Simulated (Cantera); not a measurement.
Mixture: C3H8 : O2 : N2 = 1 : 2.5 : 17.1 (molar parts), equivalence ratio 2.0, at 9.87 atm, adiabatic and at constant pressure. Ignition delay is the time to a rise of 400 K.

Detailed kinetics in Cantera: GRI-Mech 3.0 (53 species, 325 reactions). GRI-Mech 3.0 was tuned for natural gas; its chemistry of propane as a main component is partial and can be far from experiment.

**Question.** Predict: delay at 1100 K; delay at 1200 K; delay at 1300 K; delay at 1400 K; delay at 1500 K; delay at 1600 K; delay at 1700 K; apparent activation energy between 1500 and 1700 K.

**Answer.** 
| Item | Value |
|---|---|
| delay at 1100 K | 18.2 ms |
| delay at 1200 K | 2.68 ms |
| delay at 1300 K | 0.467 ms |
| delay at 1400 K | 0.106 ms |
| delay at 1500 K | 32.5 µs |
| delay at 1600 K | 12.9 µs |
| delay at 1700 K | 6.35 µs |
| apparent activation energy between 1500 and 1700 K | 170 kJ/mol |
